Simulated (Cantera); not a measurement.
Feed: 1 mol CH3F, 0.17 mol H2, held at 825 °C and 2.40 mbar.

Cantera equilibrium calculation (NASA polynomials, part measured and part estimated; ideal gas, pure solids and liquids). Candidate condensed phases: C, C6H6, C7H8, C8H18; 95 gas species. Equilibrium is a limit: real reactors are often held back by kinetics, nucleation or transport.

Base state: H2 0.539, HF 0.461, CH4 2.55e-5 (mole fractions); condensed: C(graphite).

Problem. What changes in the equilibrium state with this change: temperature from 825 °C to 2200 °C?

Solution. 
```tsv
species	before	after
HF	0.461	0.399
H2	0.539	0.334
H	3.71e-7	0.263
F	<1e-9	0.000613
C2H2 (acetylene)	6.87e-9	0.00322
C2H	<1e-9	0.000172
C3	<1e-9	0.000135
C	<1e-9	4.76e-5
C(graphite), mol	1.000	0.982
```
